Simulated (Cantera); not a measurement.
Feed: 1 mol BaF₂, 4.1 mol O₂, 20 mol N₂, held at 1275 K.

Cantera equilibrium calculation (NASA polynomials, part measured and part estimated; ideal gas, pure solids and liquids). Candidate condensed phases: Ba, BaF₂, BaO; 20 gas species. Equilibrium is a limit: real reactors are often held back by kinetics, nucleation or transport.

### Question
At 400 Pa, list the 4 most abundant gas species with their mole fractions, and the condensed phases.

### Answer
N₂ 0.830, O₂ 0.170, NO 0.000310, BaF₂ 4.56e-5. Condensed: BaF₂(s).
